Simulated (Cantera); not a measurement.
An adiabatic, constant-pressure homogeneous reactor starts with C₃H₈ : O₂ : N₂ = 1 : 8.93 : 33.6 (molar parts), equivalence ratio 0.56, at 1150 K and 1.09 atm.

Detailed kinetics in Cantera: GRI-Mech 3.0 (53 species, 325 reactions). GRI-Mech 3.0 was tuned for natural gas; its chemistry of propane as a main component is partial and can be far from experiment.

Q: Predict: time of steepest temperature rise; temperature at 0.600 s; equilibrium temperature; x(O₂) at 0.600 s; x(CO) at 0.600 s; x(H₂O₂) at 0.600 s.

A: 
- time of steepest temperature rise = 16.0 ms
- temperature at 0.600 s = 2280 K
- equilibrium temperature = 2280 K
- x(O₂) at 0.600 s = 0.0829 (gas-phase equilibrium 0.0829)
- x(CO) at 0.600 s = 0.00222 (gas-phase equilibrium 0.00222)
- x(H₂O₂) at 0.600 s = 1.10e-7 (gas-phase equilibrium 1.10e-7)
